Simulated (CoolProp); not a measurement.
Vapour-liquid equilibrium of diethyl ether (1) + n-hexane (2) at 406 K; x and y are mole fractions of (1).

Values from CoolProp's multi-fluid Helmholtz-energy mixture model, Thol 2014 and Thol 2019; pair parameters Bell 2016.

```tsv
x	bubble pressure, mixture model (bar)	bubble pressure, Raoult's law (bar)	y, mixture model	y, Raoult's law
0.05	5.759	5.694	0.110	0.114
0.125	6.397	6.271	0.245	0.259
0.2	7.003	6.848	0.354	0.380
0.275	7.585	7.425	0.446	0.482
0.35	8.149	8.002	0.525	0.569
0.425	8.703	8.579	0.596	0.644
0.5	9.251	9.156	0.661	0.710
0.575	9.798	9.733	0.720	0.768
0.65	10.35	10.31	0.775	0.820
0.725	10.90	10.89	0.828	0.866
0.8	11.46	11.46	0.878	0.907
0.875	12.03	12.04	0.925	0.945
0.95	12.61	12.62	0.971	0.979
```

The largest gap from Raoult's law is +2.3 % in bubble pressure, at x = 0.2. No azeotrope shows between x = 0.05 and 0.95.

The pair parameters rest on a limited set of measurements; away from them the model extrapolates.
